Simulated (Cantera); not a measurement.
A closed system holds: 1 mol Si3N4, 0.72 mol H2O, equilibrated at 1575 K and 0.0323 Torr.

These are equilibrium values from Cantera (NASA tables, ideal gas, pure condensed phases), not measurements of a reactor. Candidate condensed phases: H2O, Si, SiO2, Si2N2O, Si3N4; 35 gas species. Kinetics and transport are ignored.

Base state: N2 0.580, SiO 0.209, H2 0.207, H 0.00289, Si 0.00134, Si2N 1.03e-5 (mole fractions); condensed: Si(s).

Q: What changes in the equilibrium state with this change: H2O from 0.72 to 30 mol?

A: 
```tsv
species	before	after
H2O	6.96e-9	0.748
H2	0.207	0.186
N2	0.580	0.0624
SiO	0.209	7.79e-5
Si	0.00134	<1e-9
OH	<1e-9	0.000400
Si2N	1.03e-5	<1e-9
H	0.00289	0.00273
Si(s), mol	2.28	0
SiO2(β-quartz), mol	0	3.00
```
The tables hold silica as quartz up to 1696 K and as liquid above; real silica turns to tridymite and cristobalite and melts near 1996 K.

Q: What changes in the equilibrium state with this change: Si3N4 replaced by AlN?

A: 
```tsv
species	before	after
H2	0.207	0.739
N2	0.580	0.250
H	0.00289	0.00545
SiO	0.209	0
Al	0	0.00498
Si	0.00134	0
Al2O	0	0.000775
AlH	0	2.56e-5
Si2N	1.03e-5	0
Si(s), mol	2.28	0
AlN(s), mol	0	0.514
Al2O3(s), mol	0	0.240
```
Mutual solubility and eutectic melting of coexisting phases are not modelled. Further candidate phases: Al, AlN, Al2O3.
